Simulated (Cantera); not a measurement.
Feed: 1 mol Fe2O3, 1.2 mol H2, held at 1075 K and 0.623 Torr.

These are equilibrium values from Cantera (NASA tables, ideal gas, pure condensed phases), not measurements of a reactor. Candidate condensed phases: Fe, FeO, Fe(OH)2, Fe(OH)3, Fe2O3, Fe3O4, H2O; 12 gas species. The tables' stoichiometric FeO is somewhat more stable than real wüstite, so its field is too wide. FeO: taken at fixed stoichiometry. Equilibrium is a limit: real reactors are often held back by kinetics, nucleation or transport.

Base state: H2O 0.833, H2 0.167 (mole fractions); condensed: FeO(s).

Question: What changes in the equilibrium state with this change: temperature from 1075 K to 2073.15 K?

Answer: 
| species | before | after |
|---|---|---|
| H2O | 0.833 | 0.742 |
| H2 | 0.167 | 0.108 |
| Fe | <1e-9 | 0.0669 |
| O2 | <1e-9 | 0.0137 |
| FeO | <1e-9 | 0.0108 |
| OH | 3.94e-9 | 0.0235 |
| H | 2.08e-7 | 0.0300 |
| O | <1e-9 | 0.00468 |
| Fe(OH)2 | 4.27e-8 | 0.000402 |
| FeO(s), mol | 2.00 | 0 |
| FeO(l), mol | 0 | 1.89 |
